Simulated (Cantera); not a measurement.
A freely propagating, adiabatic, planar premixed flame of 16.0 % CO, 0.849 % H2, 2.24 % CH4, 17.0 % O2, 63.9 % N2, equivalence ratio 0.76, unburnt at 325 K and 2180 Torr; unity-Lewis-number transport, grid criteria slope 0.08 and curve 0.16, no radiation.

Cantera simulation using GRI-Mech 3.0 (53 species, 325 reactions); the numbers are that mechanism's predictions, not measurements. Unity Lewis numbers drop preferential diffusion, which matters most where H2 and H carry the flame. Burning velocities carry a grid error of a few per cent, more on coarse grids.

x: mole fraction of selected species; z is measured from the peak of heat release.

```json
[
 {"z (mm)": "-0.626", "T (K)": "325", "u (m/s)": "0.289", "x CO": "0.160", "x H2": "0.00849", "x CH4": "0.0224", "x O": "<1e-8", "x C2H": "<1e-8", "x CH3": "<1e-8"},
 {"z (mm)": "-0.417", "T (K)": "326", "u (m/s)": "0.289", "x CO": "0.160", "x H2": "0.00849", "x CH4": "0.0224", "x O": "<1e-8", "x C2H": "<1e-8", "x CH3": "<1e-8"},
 {"z (mm)": "-0.313", "T (K)": "330", "u (m/s)": "0.293", "x CO": "0.160", "x H2": "0.00848", "x CH4": "0.0223", "x O": "<1e-8", "x C2H": "<1e-8", "x CH3": "<1e-8"},
 {"z (mm)": "-0.209", "T (K)": "362", "u (m/s)": "0.321", "x CO": "0.158", "x H2": "0.00838", "x CH4": "0.0218", "x O": "<1e-8", "x C2H": "<1e-8", "x CH3": "<1e-8"},
 {"z (mm)": "-0.104", "T (K)": "642", "u (m/s)": "0.565", "x CO": "0.144", "x H2": "0.00756", "x CH4": "0.0169", "x O": "7.08e-7", "x C2H": "<1e-8", "x CH3": "…"},
 {"z (mm)": "-0.0522", "T (K)": "1011", "u (m/s)": "0.879", "x CO": "0.123", "x H2": "0.00636", "x CH4": "0.00978", "x O": "6.44e-5", "x C2H": "<1e-8", "x CH3": "…"},
 {"z (mm)": "0", "T (K)": "1438", "u (m/s)": "1.23", "x CO": "0.0911", "x H2": "0.00397", "x CH4": "0.00159", "x O": "0.00203", "x C2H": "<1e-8", "x CH3": "…"},
 {"z (mm)": "0.0522", "T (K)": "1676", "u (m/s)": "1.42", "x CO": "0.0607", "x H2": "0.00212", "x CH4": "3.05e-5", "x O": "0.00521", "x C2H": "<1e-8", "x CH3": "…"},
 {"z (mm)": "0.104", "T (K)": "1804", "u (m/s)": "1.51", "x CO": "0.0431", "x H2": "0.00198", "x CH4": "3.88e-7", "x O": "0.00521", "x C2H": "<1e-8", "x CH3": "…"},
 {"z (mm)": "0.209", "T (K)": "1936", "u (m/s)": "1.60", "x CO": "0.0277", "x H2": "0.00156", "x CH4": "<1e-8", "x O": "0.00365", "x C2H": "<1e-8", "x CH3": "<1e-8"},
 {"z (mm)": "0.417", "T (K)": "2037", "u (m/s)": "1.68", "x CO": "0.0167", "x H2": "0.000931", "x CH4": "<1e-8", "x O": "0.00196", "x C2H": "<1e-8", "x CH3": "<1e-8"},
 {"z (mm)": "0.835", "T (K)": "2104", "u (m/s)": "1.72", "x CO": "0.00908", "x H2": "0.000492", "x CH4": "<1e-8", "x O": "0.000953", "x C2H": "<1e-8", "x CH3": "<1e-8"},
 {"z (mm)": "1.67", "T (K)": "2142", "u (m/s)": "1.75", "x CO": "0.00474", "x H2": "0.000257", "x CH4": "<1e-8", "x O": "0.000477", "x C2H": "<1e-8", "x CH3": "<1e-8"}
]
```

Complete the blanks.


- -0.104, x CH3: 2.17e-6
- -0.0522, x CH3: 6.68e-5
- 0, x CH3: 9.41e-5
- 0.0522, x CH3: 3.58e-6
- 0.104, x CH3: 6.37e-8
